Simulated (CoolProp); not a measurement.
Properties of CH3F (R41) at several states.

Values from CoolProp's reference Helmholtz-energy equation of state, Lemmon 2006. It is a short technical equation, of lower accuracy than the large ones.

```json
[
 {"T (K)": "320.5", "p (MPa)": "1.29", "phase": "gas", "cv (kJ/(kg K))": "0.9648", "speed of sound (m/s)": "299.4", "Joule-Thomson coefficient (K/MPa)": "14.24", "isothermal compressibility (1/MPa)": "0.8525", "expansivity (1/kK)": "4.186", "fugacity coefficient": "0.9185"},
 {"T (K)": "329.2", "p (MPa)": "31.4", "phase": "supercritical", "cv (kJ/(kg K))": "1.204", "speed of sound (m/s)": "699.2", "Joule-Thomson coefficient (K/MPa)": "0.08903", "isothermal compressibility (1/MPa)": "0.005780", "expansivity (1/kK)": "3.432", "fugacity coefficient": "0.2392"},
 {"T (K)": "375.2", "p (MPa)": "0.398", "phase": "gas", "cv (kJ/(kg K))": "1.010", "speed of sound (m/s)": "334.6", "Joule-Thomson coefficient (K/MPa)": "9.388", "isothermal compressibility (1/MPa)": "2.552", "expansivity (1/kK)": "2.806", "fugacity coefficient": "0.9849"},
 {"T (K)": "233.4", "p (MPa)": "6.22", "phase": "liquid", "cv (kJ/(kg K))": "1.214", "speed of sound (m/s)": "911.8", "Joule-Thomson coefficient (K/MPa)": "-0.1887", "isothermal compressibility (1/MPa)": "0.002625", "expansivity (1/kK)": "2.892", "fugacity coefficient": "0.09371"},
 {"T (K)": "284.5", "p (MPa)": "0.0327", "phase": "gas", "cv (kJ/(kg K))": "0.8385", "speed of sound (m/s)": "299.2", "Joule-Thomson coefficient (K/MPa)": "20.81", "isothermal compressibility (1/MPa)": "30.68", "expansivity (1/kK)": "3.552", "fugacity coefficient": "0.9969"},
 {"T (K)": "416.1", "p (MPa)": "4.29", "phase": "gas", "cv (kJ/(kg K))": "1.149", "speed of sound (m/s)": "331.0", "Joule-Thomson coefficient (K/MPa)": "6.556", "isothermal compressibility (1/MPa)": "0.2628", "expansivity (1/kK)": "3.587", "fugacity coefficient": "0.8913"}
]
```
